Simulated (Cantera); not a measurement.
A Cantera script and its output.

```python
import numpy as np
import cantera as ct

gas = ct.Solution("gri30.yaml")
gas.TPX = 1650, 39000, {'NO': 1, 'N2': 0.2}
reactor = ct.IdealGasConstPressureReactor(gas, energy="off", clone=False)
net = ct.ReactorNet([reactor])
net.rtol, net.atol = 1e-08, 1e-18
show = ['NO', 'N2', 'O', 'NO2', 'O2']
times = np.geomspace(0.0005, 3, 13)

steps = ct.SolutionArray(gas, extra=["t"])
rows = []
print(f"{'t/s':>10s}{'T/K':>9s}{'P/Pa':>11s}" + "".join(f"{s:>11s}" for s in show))
for t in times:
    while net.time < t:
        t_next = net.step()
        steps.append(gas.state, t=t_next)
    rows.append([np.interp(t, steps.t, y) for y in (steps.T, steps.P, *steps(*show).X.T)])
    print(f"{t:10.3e}{rows[-1][0]:9.1f}{rows[-1][1]:11.4g}" + "".join(f"{x:11.3e}" for x in rows[-1][2:]))
rate = np.gradient(steps.T, steps.t)
print("integrator steps:", len(steps.t))
if steps.T.max() > steps.T[0] + 200:
    print(f"time of steepest temperature rise: {steps.t[rate.argmax()]:.4e} s")
gas.TPX = 1650, 39000, {'NO': 1, 'N2': 0.2}
gas.equilibrate("TP")
print(f"equilibrium (TP): T = {gas.T:.1f} K  " + "  ".join(f"{s} {gas[s].X[0]:.3e}" for s in show))
```

It prints:

```
       t/s      T/K       P/Pa         NO         N2          O        NO2         O2
 5.000e-04   1650.0    3.9e+04  8.333e-01  1.667e-01  7.725e-07  6.532e-06  3.434e-08
 1.032e-03   1650.0    3.9e+04  8.333e-01  1.667e-01  8.694e-07  1.434e-05  1.176e-07
 2.131e-03   1650.0    3.9e+04  8.333e-01  1.667e-01  1.068e-06  3.080e-05  4.787e-07
 4.401e-03   1650.0    3.9e+04  8.332e-01  1.667e-01  1.465e-06  6.529e-05  2.357e-06
 9.086e-03   1650.0    3.9e+04  8.330e-01  1.667e-01  2.180e-06  1.325e-04  1.340e-05
 1.876e-02   1650.0    3.9e+04  8.327e-01  1.668e-01  3.120e-06  2.288e-04  7.375e-05
 3.873e-02   1650.0    3.9e+04  8.321e-01  1.670e-01  3.772e-06  2.962e-04  3.018e-04
 7.996e-02   1650.0    3.9e+04  8.309e-01  1.676e-01  4.062e-06  3.229e-04  8.773e-04
 1.651e-01   1650.0    3.9e+04  8.284e-01  1.689e-01  4.344e-06  3.490e-04  2.100e-03
 3.409e-01   1650.0    3.9e+04  8.233e-01  1.714e-01  4.845e-06  3.950e-04  4.612e-03
 7.038e-01   1650.0    3.9e+04  8.130e-01  1.766e-01  5.721e-06  4.732e-04  9.722e-03
 1.453e+00   1650.0    3.9e+04  7.924e-01  1.869e-01  7.138e-06  5.926e-04  1.994e-02
 3.000e+00   1650.0    3.9e+04  7.527e-01  2.067e-01  9.253e-06  7.498e-04  3.964e-02
integrator steps: 748
equilibrium (TP): T = 1650.0 K  NO 2.894e-03  N2 5.819e-01  O 2.688e-05  NO2 8.966e-06  O2 4.152e-01
```

Model: GRI-Mech 3.0 (53 species, 325 reactions), integrated in Cantera.
